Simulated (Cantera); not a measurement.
Mixture: 7.08 % CH4, 18.6 % O2, 74.3 % N2, at 1300000 Pa, adiabatic and at constant volume. Ignition delay is the time to a rise of 400 K.

Computed with Cantera and GRI-Mech 3.0 (53 species, 325 reactions). The pressure lies above the range GRI-Mech 3.0 was tuned for (to about 10 atm).

**Question.** At T0 = 1298 K, what is the delay, and which 5 reactions control it most (d ln τ / d ln k, from doubling and halving each rate constant)?

**Answer.** The delay is 1.01 ms.
```tsv
reaction	d ln τ / d ln k	faster rate
2 CH3 (+M) <=> C2H6 (+M)	0.55	lengthens it
CH3 + HO2 <=> CH3O + OH	-0.40	shortens it
CH3 + O2 <=> CH3O + O	-0.38	shortens it
CH2O + O2 <=> HCO + HO2	-0.29	shortens it
CH3 + O2 <=> CH2O + OH	-0.28	shortens it
```
